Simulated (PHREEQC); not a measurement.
## Phosphoric acid bath

Solution (25 °C): 0.48 mol/kgw H3PO4 and 0.26 mol/kgw K2HPO4. Closed to the air; pH follows from the charge balance.

Equilibrium calculation in PHREEQC: ion-association model, phreeqc.dat.

No solid was allowed to form.

Q: What pH, specific conductance does the model give?

A: pH 2.34; specific conductance 40300 µS/cm.

Q: In which forms is P present?

A: H2PO4- 71 %, H3PO4 29 % of the P.

Species that the database lacks are ignored.
